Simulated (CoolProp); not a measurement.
100 sccm (0 °C, 1 atm) of nitrogen bubbles through liquid n-decane at 305 K and leaves saturated at a total pressure of 0.00436 MPa (ideal gas phase). Each further row changes one setting.

Computed with CoolProp (reference Helmholtz-energy equation of state, Lemmon 2006). It is a short technical equation, of lower accuracy than the large ones.

| case | vapour pressure (kPa) | mole fraction of vapour | delivery (mg/min) | delivery (sccm) | change of delivery for a bath 1 K warmer (%) |
|---|---|---|---|---|---|
| as stated | 0.290 | 0.0664 | 45.2 | 7.12 | 7.3 |
| bath temperature 310 K | 0.400 | 0.0917 | 64.1 | 10.1 | 7.2 |
| total pressure 0.00872 MPa | 0.290 | 0.0332 | 21.8 | 3.44 | 7.0 |
